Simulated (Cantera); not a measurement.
Ignition delay

Mixture: 4.68 % CH₃OH, 12.5 % O₂, 82.8 % N₂, equivalence ratio 0.56, at 3750 Torr, adiabatic and at constant pressure. Ignition delay is the time to a rise of 400 K.

Model: GRI-Mech 3.0 (53 species, 325 reactions), integrated in Cantera. GRI-Mech 3.0 was tuned for natural gas; its chemistry of methanol as a main component is partial and can be far from experiment.

| T0 (K) | delay (ms) |
|---|---|
| 1048 | 61.6 |
| 1148 | 8.22 |
| 1248 | 1.57 |
| 1348 | 0.410 |
| 1448 | 0.139 |
| 1548 | 0.0590 |
| 1648 | 0.0298 |
| 1748 | 0.0176 |
| 1848 | 0.0121 |

```
Property                                                Result
--------------------------------------------------  ----------
apparent activation energy between 1648 and 1848 K  110 kJ/mol
```
